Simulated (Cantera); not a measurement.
An isothermal, constant-pressure homogeneous reactor starts with C2H6 : N2 = 1 : 37 (molar parts), at 1923 K and 0.133 bar. Integrator tolerance rtol = 1e-08.

Detailed kinetics in Cantera: GRI-Mech 3.0 (53 species, 325 reactions). GRI-Mech 3.0 stops at C3 and has no aromatics, soot or wall deposition, so with more carbon than oxygen in the feed, carbon stays in small species such as C2H2 where larger ones or solid carbon would form.

Q: What does this change do: temperature 1923 to 1600 K?

A: 
```
quantity                                              before                                     after
-----------------  -----------------------------------------  ----------------------------------------
x(C2H6) at 20.0 s  3.12e-12 (gas-phase equilibrium 1.41e-12)  3.37e-9 (gas-phase equilibrium 1.18e-10)
x(CH4) at 20.0 s     2.45e-6 (gas-phase equilibrium 2.39e-6)  0.000217 (gas-phase equilibrium 3.46e-5)
x(CH2) at 20.0 s     8.16e-9 (gas-phase equilibrium 7.96e-9)  1.84e-9 (gas-phase equilibrium 2.95e-10)
x(C2H) at 20.0 s     4.12e-6 (gas-phase equilibrium 7.18e-7)   5.59e-8 (gas-phase equilibrium 1.28e-8)
x(C2H2) at 20.0 s     0.0249 (gas-phase equilibrium 0.00433)    0.0249 (gas-phase equilibrium 0.00570)
x(H2) at 20.0 s        0.0497 (gas-phase equilibrium 0.0497)     0.0496 (gas-phase equilibrium 0.0499)
x(H) at 20.0 s     0.000579 (gas-phase equilibrium 0.000579)   3.32e-5 (gas-phase equilibrium 3.35e-5)
```
